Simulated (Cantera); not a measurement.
Equilibrium for silicon oxide and oxynitride deposition: SiH2Cl2 + O3

Charge: 1 mol SiH2Cl2, a varied amount of O3, equilibrated at 1250 K and 0.0100 bar.

Equilibrium computed with Cantera from the NASA thermochemical tables; the gas is ideal and each condensed phase is pure. Candidate condensed phases: H2O, Si, SiO2; 30 gas species. The tables' values for SiCl3 are old estimates; treat these amounts as uncertain. The tables hold silica as quartz up to 1696 K and as liquid above; real silica turns to tridymite and cristobalite and melts near 1996 K. Rates play no part.

```tsv
n(O3) (mol)	x HCl	x O2	x H2	x SiCl4	x H2O	x Cl2	x Cl	n SiO2(β-quartz)
0.5	0.586	<1e-12	0.272	0.126	9.37e-7	3.55e-9	4.65e-6	0.750
0.81	0.829	0.0768	5.38e-8	2.37e-10	0.0432	0.0358	0.0148	1.00
1.1	0.674	0.226	3.33e-8	9.17e-11	0.0459	0.0383	0.0153	1.00
1.4	0.568	0.338	2.55e-8	5.29e-11	0.0429	0.0356	0.0147	1.00
1.7	0.492	0.422	2.09e-8	3.51e-11	0.0394	0.0324	0.0140	1.00
2.1	0.417	0.506	1.71e-8	2.28e-11	0.0352	0.0286	0.0132	1.00
2.4	0.374	0.555	1.50e-8	1.74e-11	0.0324	0.0261	0.0126	1.00
2.7	0.339	0.594	1.35e-8	1.37e-11	0.0301	0.0240	0.0121	1.00
3	0.311	0.628	1.22e-8	1.11e-11	0.0280	0.0222	0.0116	1.00
```
x: gas mole fraction; n: condensed amount in mol.

From 0.5 mol O3 to 3 mol O3 the condensed part is SiO2(β-quartz).
